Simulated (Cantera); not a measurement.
Mixture: H₂ : O₂ : N₂ = 1 : 0.962 : 3.62 (molar parts), equivalence ratio 0.52, at 1.68 atm, adiabatic and at constant volume. Ignition delay is the time to a rise of 400 K.

Detailed kinetics in Cantera: GRI-Mech 3.0 (53 species, 325 reactions). Below about 950 K walls govern HO2 and H2O2 in real vessels.

Question: What does this change do: 0.17 parts H2O added?

Answer: 
```csv
quantity,before,after
delay at 948 K,56.5 ms,78.9 ms
delay at 1048 K,0.136 ms,0.298 ms
delay at 1148 K,41.5 µs,47.6 µs
delay at 1248 K,22.6 µs,24.1 µs
apparent activation energy between 1198 and 1298 K,64 kJ/mol,69 kJ/mol
```

Question: What does this change do: pressure from 1.68 atm to 4.93 atm?

Answer: 
| quantity | before | after |
|---|---|---|
| delay at 948 K | 56.5 ms | 56.6 ms |
| delay at 1048 K | 0.136 ms | 3.53 ms |
| delay at 1148 K | 41.5 µs | 43.3 µs |
| delay at 1248 K | 22.6 µs | 9.84 µs |
| apparent activation energy between 1198 and 1298 K | 64 kJ/mol | 110 kJ/mol |
The hydrogen kinetics of GRI-Mech 3.0 are dated; newer H2 mechanisms differ, most at raised pressure.

Question: What does this change do: 0.023 parts NO added?

Answer: 
```tsv
quantity	before	after
delay at 948 K	56.5 ms	0.232 ms
delay at 1048 K	0.136 ms	81.6 µs
delay at 1148 K	41.5 µs	38.2 µs
delay at 1248 K	22.6 µs	22.0 µs
apparent activation energy between 1198 and 1298 K	64 kJ/mol	61 kJ/mol
```
The mechanism lacks 2 NO + O2 → 2 NO2 and HONO, so NO2 and the effect of NO are under-described below about 1400 K. Where the delays flatten at high temperature, the 400 K rule measures the pace of heat release, not the induction time.
